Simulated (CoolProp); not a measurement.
Vapour pressure (bar) of normal hydrogen: the reference equation beside estimates from Tc = -240.0 °C, pc = 12.96 bar, ω = -0.219.

Computed with CoolProp (reference Helmholtz-energy equation of state, Leachman 2009).

```json
[
 {"T (°C)": "-247.35", "reference": "3.785", "Redlich-Kwong": "2.616", "Soave-Redlich-Kwong": "3.853", "Peng-Robinson": "3.918"},
 {"T (°C)": "-246.35", "reference": "4.602", "Redlich-Kwong": "3.438", "Soave-Redlich-Kwong": "4.700", "Peng-Robinson": "___"},
 {"T (°C)": "-245.45", "reference": "5.436", "Redlich-Kwong": "___", "Soave-Redlich-Kwong": "5.559", "Peng-Robinson": "5.609"},
 {"T (°C)": "-244.45", "reference": "6.481", "Redlich-Kwong": "5.457", "Soave-Redlich-Kwong": "6.628", "Peng-Robinson": "___"},
 {"T (°C)": "-243.45", "reference": "7.661", "Redlich-Kwong": "6.786", "Soave-Redlich-Kwong": "7.822", "Peng-Robinson": "7.851"},
 {"T (°C)": "-242.45", "reference": "8.988", "Redlich-Kwong": "8.314", "Soave-Redlich-Kwong": "9.146", "Peng-Robinson": "9.164"},
 {"T (°C)": "-241.55", "reference": "10.32", "Redlich-Kwong": "9.870", "Soave-Redlich-Kwong": "10.45", "Peng-Robinson": "10.46"},
 {"T (°C)": "-240.55", "reference": "11.97", "Redlich-Kwong": "11.81", "Soave-Redlich-Kwong": "12.04", "Peng-Robinson": "12.04"}
]
```

**Question.** Complete the blanks.

**Answer.** 
- -246.35, Peng-Robinson: 4.758
- -245.45, Redlich-Kwong: 4.316
- -244.45, Peng-Robinson: 6.668

Absolute difference from the reference over all 8 rows, mean and median: Redlich-Kwong 14.6 and 13.6 %, Soave-Redlich-Kwong 1.8 and 1.9 %, Peng-Robinson 2.4 and 2.7 %.
